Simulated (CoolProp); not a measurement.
Vapour-liquid equilibrium of R1234yf (1) + R1234ze(E) (2) at 335.4 K; x and y are mole fractions of (1).

Model: multi-fluid Helmholtz-energy mixture model, Lemmon 2022 and Thol 2016; pair parameters Bell 2022, in CoolProp.

| x | bubble pressure, mixture model (MPa) | bubble pressure, Raoult's law (MPa) | y, mixture model | y, Raoult's law |
|---|---|---|---|---|
| 0.05 | 1.369 | 1.366 | 0.060 | 0.063 |
| 0.2 | 1.431 | 1.423 | 0.230 | 0.243 |
| 0.35 | 1.489 | 1.480 | 0.389 | 0.408 |
| 0.5 | 1.545 | 1.537 | 0.539 | 0.562 |
| 0.65 | 1.599 | 1.594 | 0.683 | 0.704 |
| 0.8 | 1.653 | 1.651 | 0.822 | 0.837 |
| 0.95 | 1.708 | 1.708 | 0.956 | 0.961 |

The largest gap from Raoult's law is +0.6 % in bubble pressure, at x = 0.35. No azeotrope shows between x = 0.05 and 0.95.

Pair parameters are fitted to limited data, so mixtures are less certain than the pure fluids.
